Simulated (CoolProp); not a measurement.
c-C4F8 (RC318) at 339.77 K and 0.616 MPa is throttled through a valve to 0.345 MPa with no heat exchange. Each further row changes one setting.

Model: reference Helmholtz-energy equation of state, Platzer 1990, in CoolProp. This equation is an older, rougher fit.

```json
[
 {"case": "as stated", "temperature change (K)": "-3.5", "final density (kg/m³)": "…"},
 {"case": "outlet pressure 0.103 MPa", "temperature change (K)": "-6.4", "final density (kg/m³)": "7.59"},
 {"case": "outlet pressure 0.448 MPa", "temperature change (K)": "…", "final density (kg/m³)": "…"}
]
```

Question: What belongs in the gaps?

Answer: 
- as stated, final density (kg/m³): 26.6
- outlet pressure 0.448 MPa, temperature change (K): -2.2
- outlet pressure 0.448 MPa, final density (kg/m³): 35.2
